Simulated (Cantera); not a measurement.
## Moist CO burnout

An isothermal, constant-pressure homogeneous reactor starts with CO : O2 : H2O : N2 = 0.0049 : 0.056 : 0.086 : 1 (molar parts), equivalence ratio 0.044, at 1450 K and 1.30 bar.

Computed with Cantera and GRI-Mech 3.0 (53 species, 325 reactions).

```json
[
 {"t (s)": "2.00e-6", "x CO": "0.00427", "x O2": "0.0488", "x H2O": "0.0750", "x HO2": "7.39e-10", "x NO": "<1e-12", "x CO2": "7.17e-10"},
 {"t (s)": "7.93e-6", "x CO": "0.00427", "x O2": "0.0488", "x H2O": "0.0750", "x HO2": "2.88e-9", "x NO": "<1e-12", "x CO2": "3.05e-9"},
 {"t (s)": "3.14e-5", "x CO": "0.00427", "x O2": "0.0488", "x H2O": "0.0750", "x HO2": "1.09e-8", "x NO": "<1e-12", "x CO2": "1.71e-8"},
 {"t (s)": "0.000124", "x CO": "0.00427", "x O2": "0.0488", "x H2O": "0.0750", "x HO2": "4.62e-8", "x NO": "<1e-12", "x CO2": "2.69e-7"},
 {"t (s)": "0.000493", "x CO": "0.00413", "x O2": "0.0487", "x H2O": "0.0749", "x HO2": "3.38e-6", "x NO": "2.38e-11", "x CO2": "0.000146"},
 {"t (s)": "0.00195", "x CO": "0.000309", "x O2": "0.0468", "x H2O": "0.0749", "x HO2": "2.40e-6", "x NO": "3.61e-8", "x CO2": "0.00397"},
 {"t (s)": "0.00775", "x CO": "1.19e-5", "x O2": "0.0468", "x H2O": "0.0751", "x HO2": "1.90e-7", "x NO": "4.58e-8", "x CO2": "0.00427"},
 {"t (s)": "0.0307", "x CO": "2.43e-7", "x O2": "0.0468", "x H2O": "0.0751", "x HO2": "4.59e-8", "x NO": "4.87e-8", "x CO2": "0.00428"},
 {"t (s)": "0.122", "x CO": "3.96e-8", "x O2": "0.0468", "x H2O": "0.0751", "x HO2": "4.03e-8", "x NO": "5.02e-8", "x CO2": "0.00428"},
 {"t (s)": "0.482", "x CO": "3.94e-8", "x O2": "0.0468", "x H2O": "0.0751", "x HO2": "4.03e-8", "x NO": "5.25e-8", "x CO2": "0.00428"},
 {"t (s)": "1.91", "x CO": "3.94e-8", "x O2": "0.0468", "x H2O": "0.0751", "x HO2": "4.03e-8", "x NO": "6.13e-8", "x CO2": "0.00428"},
 {"t (s)": "7.57", "x CO": "3.94e-8", "x O2": "0.0468", "x H2O": "0.0751", "x HO2": "4.03e-8", "x NO": "9.62e-8", "x CO2": "0.00428"},
 {"t (s)": "30.0", "x CO": "3.94e-8", "x O2": "0.0468", "x H2O": "0.0751", "x HO2": "4.03e-8", "x NO": "2.34e-7", "x CO2": "0.00428"}
]
```
x: mole fraction; the columns are a selection and need not sum to one.

Equilibrium at this temperature and pressure: CO 3.95e-8, O2 0.0465, H2O 0.0751, HO2 4.01e-8, NO 0.000473, CO2 0.00428 (gas phase only).
